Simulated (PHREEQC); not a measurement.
FeCl3 is added in steps, without added water, to 1 kg of water holding 0.0015 mol/kgw NH4Cl and 0.12 mol/kgw KOH, at 25 °C. O2 is buffered at 0.21 atm. The system is closed to CO2. The run lets Fe(OH)3(a) precipitate or redissolve, and no other solid.

Base run: PHREEQC, ion-association model, wateq4f.dat. Each further column changes one thing. The table gives Fe in solution (mol/kgw).

```tsv
FeCl3 added (mol)	base	metal-ligand complexes left out	database phreeqc.dat	Debye-Hückel limiting law	all activity coefficients set to 1
0	0	0	0	0	0
0.01125	0.000159	0.000159	0.000157	0.000165	0.000165
0.03375	3.24e-5	3.24e-5	3.20e-5	3.36e-5	3.36e-5
0.045	0.00625	0.00674	0.00625	0.00722	0.00518
0.0675	0.0388	0.0421	0.0388	0.0473	0.0288
0.07875	0.0551	0.0600	0.0551	0.0679	0.0405
0.1013	0.0861	0.0948	0.0860	0.101	0.0635
0.1125	0.101	0.112	0.100	0.113	0.0750
0.135	0.128	0.135	0.127	0.135	0.0978
0.1462	0.141	0.146	0.140	0.146	0.109
0.1688	0.165	0.169	0.164	0.169	0.132
0.18	0.176	0.180	0.176	0.180	0.143
```

The ionic strength passes 0.7 mol/kgw, the rough limit of the ion-association models, in part of: base; metal-ligand complexes left out; database phreeqc.dat; Debye-Hückel limiting law.  phreeqc.dat and wateq4f.dat share most of their constants, so their agreement is no independent check. Solids allowed in the column 'database phreeqc.dat': Fe(OH)3(a), Sylvite.
